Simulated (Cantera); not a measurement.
Cantera run, input and output.

```python
import numpy as np
import cantera as ct

gas = ct.Solution("gri30.yaml")
gas.TPX = 1325, 50000, {'H2': 0.83, 'O2': 1, 'N2': 7.5}
inlet = ct.Reservoir(gas, clone=True)

reactor = ct.IdealGasConstPressureReactor(gas, energy="off", clone=False)
exhaust = ct.Reservoir(gas, clone=True)
tau = [5.1, 2.3, 1.1, 0.5, 0.23, 0.11, 0.049, 0.023, 0.011, 0.0049, 0.0022][0]
for a, b in ((inlet, reactor), (reactor, exhaust)):
    ct.MassFlowController(a, b, mdot=lambda t: reactor.mass / tau)
net = ct.ReactorNet([reactor])
show = ['H2', 'O2', 'NO2', 'H', 'OH', 'NO']

rows = []
print(f"{'tau/s':>10s}{'T/K':>9s}" + "".join(f"{s:>11s}" for s in show))
for tau in [5.1, 2.3, 1.1, 0.5, 0.23, 0.11, 0.049, 0.023, 0.011, 0.0049, 0.0022]:
    net.initial_time = 0.0
    net.advance(30 * tau)
    before = gas.X
    net.advance(40 * tau)
    drift = np.max(np.abs(gas.X - before) / (gas.X + 1e-9))
    rows.append([gas.T, *gas[show].X, drift])
    print(f"{tau:10.3e}{gas.T:9.1f}" + "".join(f"{x:11.3e}" for x in gas[show].X))
```

Result:

```
     tau/s      T/K         H2         O2        NO2          H         OH         NO
 5.100e+00   1325.0  1.929e-05  6.559e-02  1.098e-08  8.194e-07  1.244e-04  1.510e-06
 2.300e+00   1325.0  3.276e-05  6.558e-02  9.413e-09  1.824e-06  1.620e-04  1.357e-06
 1.100e+00   1325.0  5.348e-05  6.557e-02  7.190e-09  3.833e-06  2.070e-04  1.152e-06
 5.000e-01   1325.0  9.017e-05  6.556e-02  4.873e-09  8.477e-06  2.691e-04  9.332e-07
 2.300e-01   1325.0  1.504e-04  6.555e-02  3.161e-09  1.851e-05  3.487e-04  7.671e-07
 1.100e-01   1325.0  2.437e-04  6.554e-02  2.131e-09  3.879e-05  4.465e-04  6.822e-07
 4.900e-02   1325.0  4.112e-04  6.553e-02  1.516e-09  8.703e-05  5.865e-04  6.929e-07
 2.300e-02   1325.0  6.659e-04  6.553e-02  1.247e-09  1.845e-04  7.583e-04  8.270e-07
 1.100e-02   1325.0  1.057e-03  6.554e-02  1.134e-09  3.812e-04  9.754e-04  1.110e-06
 4.900e-03   1325.0  1.735e-03  6.561e-02  1.086e-09  8.349e-04  1.285e-03  1.646e-06
 2.200e-03   1325.0  2.800e-03  6.579e-02  1.063e-09  1.777e-03  1.680e-03  2.460e-06
```

Detailed kinetics in Cantera: GRI-Mech 3.0 (53 species, 325 reactions). The temperature is held fixed by assumption; the heat of reaction is taken as removed at once.
